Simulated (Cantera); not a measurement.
Cantera run, input and output.

```python
import numpy as np
import cantera as ct

gas = ct.Solution("gri30.yaml")
gas.TPX = 1323, 2666, {'N2O': 1, 'H2O': 0.068}
reactor = ct.IdealGasConstPressureReactor(gas, energy="off", clone=False)
net = ct.ReactorNet([reactor])
net.rtol, net.atol = 1e-08, 1e-18
show = ['N2O', 'H2O', 'HO2', 'NO2', 'O', 'NO', 'H2O2']
times = np.geomspace(0.0008, 6, 12)

steps = ct.SolutionArray(gas, extra=["t"])
rows = []
print(f"{'t/s':>10s}{'T/K':>9s}{'P/Pa':>11s}" + "".join(f"{s:>11s}" for s in show))
for t in times:
    while net.time < t:
        t_next = net.step()
        steps.append(gas.state, t=t_next)
    rows.append([np.interp(t, steps.t, y) for y in (steps.T, steps.P, *steps(*show).X.T)])
    print(f"{t:10.3e}{rows[-1][0]:9.1f}{rows[-1][1]:11.4g}" + "".join(f"{x:11.3e}" for x in rows[-1][2:]))
rate = np.gradient(steps.T, steps.t)
print("integrator steps:", len(steps.t))
if steps.T.max() > steps.T[0] + 200:
    print(f"time of steepest temperature rise: {steps.t[rate.argmax()]:.4e} s")
gas.TPX = 1323, 2666, {'N2O': 1, 'H2O': 0.068}
gas.equilibrate("TP")
print(f"equilibrium (TP): T = {gas.T:.1f} K  " + "  ".join(f"{s} {gas[s].X[0]:.3e}" for s in show))
```

Output:

```
       t/s      T/K       P/Pa        N2O        H2O        HO2        NO2          O         NO       H2O2
 8.000e-04   1323.0       2666  9.361e-01  6.366e-02  4.528e-07  7.883e-10  1.228e-05  1.591e-05  3.454e-10
 1.800e-03   1323.0       2666  9.359e-01  6.365e-02  2.433e-06  2.627e-08  1.228e-05  4.017e-05  5.111e-09
 4.052e-03   1323.0       2666  9.354e-01  6.362e-02  8.648e-06  5.730e-07  1.223e-05  9.410e-05  6.075e-08
 9.119e-03   1323.0       2666  9.341e-01  6.359e-02  1.426e-05  6.306e-06  1.222e-05  2.107e-04  2.011e-07
 2.052e-02   1323.0       2666  9.313e-01  6.352e-02  1.291e-05  3.285e-05  1.221e-05  4.587e-04  1.703e-07
 4.618e-02   1323.0       2666  9.249e-01  6.338e-02  1.052e-05  1.126e-04  1.212e-05  9.899e-04  1.146e-07
 1.039e-01   1323.0       2666  9.109e-01  6.308e-02  8.181e-06  2.841e-04  1.186e-05  2.152e-03  7.237e-08
 2.339e-01   1323.0       2666  8.805e-01  6.243e-02  5.767e-06  5.214e-04  1.147e-05  4.733e-03  3.991e-08
 5.264e-01   1323.0       2666  8.174e-01  6.106e-02  3.490e-06  7.085e-04  1.108e-05  1.025e-02  1.860e-08
 1.185e+00   1323.0       2666  6.965e-01  5.844e-02  1.779e-06  7.383e-04  1.074e-05  2.091e-02  8.162e-09
 2.666e+00   1323.0       2666  4.990e-01  5.415e-02  7.475e-07  5.777e-04  1.039e-05  3.824e-02  4.010e-09
 6.000e+00   1323.0       2666  2.559e-01  4.888e-02  2.447e-07  3.095e-04  9.935e-06  5.929e-02  2.456e-09
integrator steps: 1138
equilibrium (TP): T = 1323.0 K  N2O 4.919e-09  H2O 4.335e-02  HO2 1.688e-08  NO2 1.013e-06  O 9.256e-07  NO 5.108e-04  H2O2 2.606e-10
```

Computed with Cantera and GRI-Mech 3.0 (53 species, 325 reactions). GRI-Mech 3.0 was tuned for natural gas; its chemistry of N2O as a main component is partial and can be far from experiment. Radical loss at walls, strong at low pressure, is not modelled. The mechanism lacks the step 2 NO + O2 → 2 NO2, which can matter for NO2 below about 1400 K. The temperature is held fixed by assumption; the heat of reaction is taken as removed at once.
